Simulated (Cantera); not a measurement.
## Equilibrium for fluorocarbon and chlorocarbon gases: C₂F₆ + H₂

Input: 1 mol C₂F₆, 3.8 mol H₂, held at 2925 °C.

Method: chemical equilibrium by Gibbs-energy minimisation in Cantera with the NASA 1993 tables (ideal gas, pure condensed phases). Candidate condensed phases: C, C₆H₆, C₇H₈, C₈H₁₈; 95 gas species. The feed counts by its element totals alone. The numbers say what is thermodynamically allowed, not how fast it happens.

From 0.00750 Torr to 27.8 Torr nothing is condensed. From 143 Torr to 750 Torr the condensed part is C(graphite). The main C-bearing gas is C at 0.00750 Torr and C₂H₂ (acetylene) at 750 Torr.

```
P (Pa)     x HF     x H      x F       x C      x H₂      x C₃      x CF      x C₂  n C(graphite)
------  -------  ------  -------  --------  --------  --------  --------  --------  -------------
1       0.00275   0.486    0.383     0.127   3.02e-5   1.78e-5  0.000279  0.000439              0
5.20     0.0139   0.482    0.376     0.124  0.000155  0.000440   0.00138   0.00214              0
27       0.0648   0.465    0.350     0.100  0.000748   0.00636   0.00542   0.00736              0
140       0.223   0.405    0.266    0.0537   0.00294    0.0261    0.0115    0.0109              0
720       0.454   0.300    0.143    0.0220   0.00827    0.0474    0.0129   0.00939              0
3700      0.628   0.204   0.0565   0.00793    0.0196    0.0588   0.00949   0.00629              0
19000     0.773   0.135   0.0204   0.00156    0.0443    0.0118   0.00347   0.00125           1.53
100000    0.833  0.0744  0.00759  0.000297    0.0708   0.00225   0.00129  0.000238           1.79
```
x: gas mole fraction; n: condensed amount in mol.
